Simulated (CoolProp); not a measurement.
Values from CoolProp's reference Helmholtz-energy equation of state, Thol 2019.

Q: For n-pentane, give the phase and the isothermal compressibility (1/MPa), conductivity (mW/(m K)), Prandtl number, fugacity coefficient at 224.15 °C and 0.726 MPa; 224.15 °C and 2.61 MPa; 224.15 °C and 33.7 MPa.

A: 
- 224.15 °C and 0.726 MPa: gas; isothermal compressibility 1.47, conductivity 40.1, Prandtl number 0.699, fugacity coefficient 0.940
- 224.15 °C and 2.61 MPa: gas; isothermal compressibility 0.550, conductivity 45.2, Prandtl number 0.662, fugacity coefficient 0.789
- 224.15 °C and 33.7 MPa: supercritical; isothermal compressibility 0.00465, conductivity 96.4, Prandtl number 2.16, fugacity coefficient 0.279

Viscosity comes from a separate model (Quiñones-Cisneros 2006), older than the equation that it now runs on, and unchecked against measurements. Thermal conductivity comes from a separate model (Vassiliou 2015).
